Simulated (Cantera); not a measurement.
Abatement and gas-phase synthesis: CO2 + H2

A closed system holds: 1 mol CO2, 0.28 mol H2, at 3523.15 K and 101000 Pa.

Method: chemical equilibrium by Gibbs-energy minimisation in Cantera with the NASA 1993 tables (ideal gas, pure condensed phases). Candidate condensed phases: C, C6H6, C7H8, C8H18, H2O; 110 gas species. Kinetics and transport are ignored.

The x(CO) is 0.443 and the x(O) is 0.156. The x(H) is 0.0981 and the x(O2) is 0.0903. The x(CO2) is 0.0803, the x(OH) is 0.0689 and the x(H2O) comes out as 0.0379. The x(H2) comes out as 0.0252 and the x(HO2) is 3.14e-5. The gas amount comes out as 1.910 mol and the log10 activity of C(graphite) (absent) comes out as -5.90.
